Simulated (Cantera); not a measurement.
Input: 1 mol B2O3, 44 mol H2, 15 mol N2, held at 0.100 bar.

Equilibrium computed with Cantera from the NASA thermochemical tables; the gas is ideal and each condensed phase is pure. Candidate condensed phases: B, BN, B2O3, B3O3H3, H2O; 39 gas species. N2 is the only nitrogen source here; it is nearly inert below about 1500 K, so the nitride shown seldom forms there in practice. Mutual solubility and eutectic melting of coexisting phases are not modelled. Gases not in the tables: H3BO3. Equilibrium is a limit: real reactors are often held back by kinetics, nucleation or transport.

Q: Which condensed phases are stable at each of these points (T (K)): 1098, 1248, 1398, 1548, 1698, 1848, 1998, 2148, 2298?

A: 
```json
[
 {"T (K)": "1098", "condensed phases": "BN(s) + B2O3(l)", "B condensed (%)": "99.9"},
 {"T (K)": "1248", "condensed phases": "BN(s) + B2O3(l)", "B condensed (%)": "99.3"},
 {"T (K)": "1398", "condensed phases": "BN(s) + B2O3(l)", "B condensed (%)": "95.8"},
 {"T (K)": "1548", "condensed phases": "BN(s) + B2O3(l)", "B condensed (%)": "78.1"},
 {"T (K)": "1698", "condensed phases": "BN(s)", "B condensed (%)": "2.9"},
 {"T (K)": "1848", "condensed phases": "gas only", "B condensed (%)": "0.0"},
 {"T (K)": "1998", "condensed phases": "gas only", "B condensed (%)": "0.0"},
 {"T (K)": "2148", "condensed phases": "gas only", "B condensed (%)": "0.0"},
 {"T (K)": "2298", "condensed phases": "gas only", "B condensed (%)": "0.0"}
]
```

From 1098 K to 1548 K the condensed part is BN(s) + B2O3(l). At 1698 K the condensed part is BN(s). From 1848 K to 2298 K nothing is condensed.
